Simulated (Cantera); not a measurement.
Predominance diagram of Ca at 750 K against the partial pressures of O₂ and Cl₂ (log10, bar). Standard-state values (1 bar) from the NASA 1993 polynomials, evaluated with Cantera. Candidates: Ca(s), CaCl₂(s), CaO(s). Only these pure phases compete in this equilibrium. Not in the tables: oxide halides.

Problem. Which phase is stable at these pairs, and which metal-bearing vapour leads over it? (-47.2, -31.3); (-23.6, -15.7); (-29.5, -36.6); (-17.7, -47); (-44.2, -5.2); (-5.9, -41.8); (-53.1, 0)

Solution. 
```json
[
 {"log p(O₂)": "-47.2", "log p(Cl₂)": "-31.3", "phase": "CaCl₂(s)", "chief vapour": "CaCl₂", "log p (bar)": "-13.1"},
 {"log p(O₂)": "-23.6", "log p(Cl₂)": "-15.7", "phase": "CaCl₂(s)", "chief vapour": "CaCl₂", "log p (bar)": "-13.1"},
 {"log p(O₂)": "-29.5", "log p(Cl₂)": "-36.6", "phase": "CaO(s)", "chief vapour": "CaCl₂", "log p (bar)": "-26.5"},
 {"log p(O₂)": "-17.7", "log p(Cl₂)": "-47", "phase": "CaO(s)", "chief vapour": "Ca", "log p (bar)": "-36.5"},
 {"log p(O₂)": "-44.2", "log p(Cl₂)": "-5.2", "phase": "CaCl₂(s)", "chief vapour": "CaCl₂", "log p (bar)": "-13.1"},
 {"log p(O₂)": "-5.9", "log p(Cl₂)": "-41.8", "phase": "CaO(s)", "chief vapour": "CaO", "log p (bar)": "-38.0"},
 {"log p(O₂)": "-53.1", "log p(Cl₂)": "0", "phase": "CaCl₂(s)", "chief vapour": "CaCl₂", "log p (bar)": "-13.1"}
]
```
